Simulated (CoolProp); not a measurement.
Vapour-liquid equilibrium of n-hexane (1) + benzene (2) at 10.9 bar; x and y are mole fractions of (1).

Values from CoolProp's multi-fluid Helmholtz-energy mixture model, Thol 2019 and Thol 2012; pair parameters Bell 2016.

Task: Give the bubble temperature and the first vapour's composition at x = 0.275, 0.5, 0.65. Is there an azeotrope?

Result: x = 0.275: 175.4 °C, y = 0.335; x = 0.5: 172.0 °C, y = 0.541; x = 0.65: 170.7 °C, y = 0.672. y crosses x between x = 0.875 and 0.95: the model has an azeotrope there.

Pair parameters are fitted to limited data, so mixtures are less certain than the pure fluids.
